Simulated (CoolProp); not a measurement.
Properties of water along the isobar 9.7 bar.

Values from CoolProp's reference Helmholtz-energy equation of state, Wagner 2002.

```csv
T (K),phase,Z,speed of sound (m/s),Joule-Thomson coefficient (K/MPa),expansivity (1/kK),fugacity coefficient
396.9,liquid,0.005631,1516,-0.1633,0.8762,0.2256
411.7,liquid,0.005503,1491,-0.1526,0.9582,0.3472
426.6,liquid,0.005390,1460,-0.1405,1.046,0.5165
441.4,liquid,0.005294,1424,-0.1267,1.140,0.7417
456.2,gas,0.9345,504.8,28.41,2.990,0.9406
471.1,gas,0.9442,516.5,24.76,2.724,0.9484
485.9,gas,0.9517,526.9,21.96,2.536,0.9548
500.8,gas,0.9579,536.7,19.62,2.386,0.9601
515.6,gas,0.9629,546.0,17.66,2.261,0.9646
530.4,gas,0.9671,554.8,15.98,2.155,0.9684
545.3,gas,0.9707,563.4,14.52,2.063,0.9717
560.1,gas,0.9737,571.7,13.27,1.982,0.9745
575,gas,0.9764,579.7,12.17,1.908,0.9770
589.8,gas,0.9787,587.5,11.21,1.843,0.9792
604.6,gas,0.9807,595.1,10.36,1.783,0.9811
619.5,gas,0.9824,602.6,9.601,1.728,0.9828
```
